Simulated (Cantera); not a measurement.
What does this Cantera script print?

```python
import numpy as np
import cantera as ct

gas = ct.Solution("gri30.yaml")
gas.TPX = 450, 400000, {'C3H8': 1, 'O2': 5.43, 'N2': 54.3}
inlet = ct.Reservoir(gas, clone=True)
gas.equilibrate("HP")  # start burning
reactor = ct.IdealGasConstPressureReactor(gas, energy="on", clone=False)
exhaust = ct.Reservoir(gas, clone=True)
tau = [0.037, 0.016, 0.0072, 0.0032, 0.0014, 0.00062, 0.00027, 0.00012, 5.3e-05, 2.4e-05, 1e-05][0]
for a, b in ((inlet, reactor), (reactor, exhaust)):
    ct.MassFlowController(a, b, mdot=lambda t: reactor.mass / tau)
net = ct.ReactorNet([reactor])
show = ['C3H8', 'O2', 'C2H6', 'CH4', 'OH', 'CH2', 'CH3']

rows = []
print(f"{'tau/s':>10s}{'T/K':>9s}" + "".join(f"{s:>11s}" for s in show))
for tau in [0.037, 0.016, 0.0072, 0.0032, 0.0014, 0.00062, 0.00027, 0.00012, 5.3e-05, 2.4e-05, 1e-05]:
    net.initial_time = 0.0
    net.advance(30 * tau)
    before = gas.X
    net.advance(40 * tau)
    drift = np.max(np.abs(gas.X - before) / (gas.X + 1e-9))
    rows.append([gas.T, *gas[show].X, drift])
    print(f"{tau:10.3e}{gas.T:9.1f}" + "".join(f"{x:11.3e}" for x in gas[show].X))
```

Output:

```
     tau/s      T/K       C3H8         O2       C2H6        CH4         OH        CH2        CH3
 3.700e-02   1418.4  6.010e-06  7.666e-03  2.569e-08  4.110e-06  1.483e-04  8.863e-08  3.223e-06
 1.600e-02   1409.3  1.079e-05  8.247e-03  7.219e-08  9.974e-06  1.731e-04  1.796e-07  5.810e-06
 7.200e-03   1391.3  2.094e-05  9.436e-03  2.630e-07  2.858e-05  1.757e-04  3.276e-07  1.116e-05
 3.200e-03    450.0  1.647e-02  8.941e-02  9.345e-18  2.478e-17 -1.698e-30  2.338e-35  3.917e-23
 1.400e-03    450.0  1.647e-02  8.941e-02 -6.276e-22 -1.664e-21  6.410e-35 -4.671e-37  2.441e-26
 6.200e-04    450.0  1.647e-02  8.941e-02 -3.964e-23 -1.051e-22  1.855e-35  3.420e-38  6.989e-27
 2.700e-04    450.0  1.647e-02  8.941e-02 -2.504e-24 -6.639e-24  3.805e-36 -7.847e-40  1.489e-27
 1.200e-04    450.0  1.647e-02  8.941e-02 -1.582e-25 -4.194e-25  7.673e-37 -7.738e-41  3.009e-28
 5.300e-05    450.0  1.647e-02  8.941e-02 -9.991e-27 -2.649e-26  1.508e-37 -3.447e-41  5.940e-29
 2.400e-05    450.0  1.647e-02  8.941e-02 -6.311e-28 -1.673e-27  3.019e-38 -1.226e-42  1.202e-29
 1.000e-05    450.0  1.647e-02  8.941e-02 -3.986e-29 -1.057e-28  5.390e-39  1.416e-43  2.213e-30
```

Model: GRI-Mech 3.0 (53 species, 325 reactions), integrated in Cantera. GRI-Mech 3.0 was tuned for natural gas; its chemistry of propane as a main component is partial and can be far from experiment.
